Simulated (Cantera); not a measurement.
Source: NASA polynomial tables (part measured, part estimated), evaluated in Cantera. Values are per mole of reaction as written; species without (g) are pure solids or liquids, kept so even where they would boil at 1 bar.

3 CuF₂(g) + 2 NH₃(g) ⇌ 6 HF(g) + 3 Cu + 2 N(g)

```
T (K)  ΔH° (kJ)  ΔS° (J/K)  ΔG° (kJ)  log10 K
-----  --------  ---------  --------  -------
300         ___        ___       ___      ___
1123      235.8      322.6    -126.4     5.88
1173      237.1      323.7    -142.6     6.35
1223        ___        ___       ___      ___
1273      239.9      326.0    -175.1     7.18
1323        ___        ___       ___      ___
```

Problem. Some entries are withheld; supply them.

Solution. 
- 300, ΔH° (kJ): 202.9
- 300, ΔS° (J/K): 262.4
- 300, ΔG° (kJ): 124.2
- 300, log10 K: -21.62
- 1223, ΔH° (kJ): 238.5
- 1223, ΔS° (J/K): 324.9
- 1223, ΔG° (kJ): -158.8
- 1223, log10 K: 6.78
- 1323, ΔH° (kJ): 241.4
- 1323, ΔS° (J/K): 327.1
- 1323, ΔG° (kJ): -191.4
- 1323, log10 K: 7.56
